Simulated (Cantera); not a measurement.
A perfectly stirred reactor is fed with 4.79 % C3H8, 20.0 % O2, 75.2 % N2, equivalence ratio 1.2, at 825 Torr; it is adiabatic with a 475 K inlet, and is followed from long to short residence time, starting on the burning branch (τ in s: 0.09, 0.036, 0.015, 0.0059, 0.0024, 0.00095, 0.00038, 0.00015, 6.2e-05, 2.5e-05).

Cantera simulation using GRI-Mech 3.0 (53 species, 325 reactions); the numbers are that mechanism's predictions, not measurements. GRI-Mech 3.0 was tuned for natural gas; its chemistry of propane as a main component is partial and can be far from experiment.

**Question.** Predict: blow-out, bracketed by the residence times tried; x(C3H8) at τ = 90.0 ms; x(O2) at τ = 90.0 ms; x(H2O2) at τ = 90.0 ms; x(OH) at τ = 90.0 ms; x(HCN) at τ = 90.0 ms; x(C3H8) at τ = 0.950 ms; x(O2) at τ = 0.950 ms; x(H2O2) at τ = 0.950 ms; x(OH) at τ = 0.950 ms; x(HCN) at τ = 0.950 ms.

**Answer.** 
```json
{
  "blow_out_bracketed_by_the_residence_times_tried": "burning at 62.0 µs, out at 25.0 µs",
  "x(C3H8) at τ = 90.0 ms": "1.58e-7",
  "x(O2) at τ = 90.0 ms": "0.000649",
  "x(H2O2) at τ = 90.0 ms": "2.29e-8",
  "x(OH) at τ = 90.0 ms": "0.00258",
  "x(HCN) at τ = 90.0 ms": "1.26e-6",
  "x(C3H8) at τ = 0.950 ms": "7.18e-6",
  "x(O2) at τ = 0.950 ms": "0.00556",
  "x(H2O2) at τ = 0.950 ms": "1.06e-7",
  "x(OH) at τ = 0.950 ms": "0.00653",
  "x(HCN) at τ = 0.950 ms": "6.31e-6"
}
```
